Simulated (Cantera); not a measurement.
## Abatement and gas-phase synthesis: H2O + O2

Feed: 1 mol H2O, 0.061 mol O2, equilibrated at 1500 K and 1.00 bar.

Cantera equilibrium calculation (NASA polynomials, part measured and part estimated; ideal gas, pure solids and liquids). Candidate condensed phases: H2O; 9 gas species. Kinetics and transport are ignored.

```yaml
x(H2O): 0.942
x(O2): 0.0574
x(OH): 0.000174
x(H2): 7.44e-6
gas_amount: 1.061 mol
```
